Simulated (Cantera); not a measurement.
**Gas activation for diamond growth**

An isothermal, constant-pressure homogeneous reactor starts with 1.61 % CH4, 89.7 % H2, 8.70 % H, at 1348 K and 69.8 Torr.

Computed with Cantera and GRI-Mech 3.0 (53 species, 325 reactions). GRI-Mech 3.0 stops at C3 and has no aromatics, soot or wall deposition, so with more carbon than oxygen in the feed, carbon stays in small species such as C2H2 where larger ones or solid carbon would form.

```csv
t (s),x CH4,x H2,x H,x C2H,x C2H4,x CH2
0.000900,0.0139,0.983,0.00152,1.08e-9,0.000156,3.19e-7
0.00224,0.0141,0.984,0.000563,4.05e-10,0.000174,5.36e-8
0.00555,0.0142,0.984,0.000218,1.59e-10,0.000185,8.74e-9
0.0138,0.0142,0.984,8.68e-5,6.36e-11,0.000188,1.43e-9
0.0343,0.0142,0.984,3.54e-5,2.61e-11,0.000186,2.41e-10
0.0851,0.0142,0.984,1.56e-5,1.16e-11,0.000181,4.71e-11
0.211,0.0142,0.984,8.96e-6,6.69e-12,0.000175,1.55e-11
0.525,0.0143,0.984,7.77e-6,5.84e-12,0.000167,1.17e-11
1.30,0.0143,0.984,7.71e-6,5.83e-12,0.000160,1.15e-11
3.24,0.0143,0.984,7.70e-6,5.82e-12,0.000158,1.15e-11
8.05,0.0143,0.984,7.70e-6,5.80e-12,0.000157,1.15e-11
20.0,0.0143,0.984,7.69e-6,5.74e-12,0.000156,1.15e-11
```
x: mole fraction; the columns are a selection and need not sum to one.

Equilibrium at this temperature and pressure: CH4 0.0147, H2 0.984, H 7.58e-6, C2H 4.79e-12, C2H4 0.000133, CH2 1.15e-11 (gas phase only).
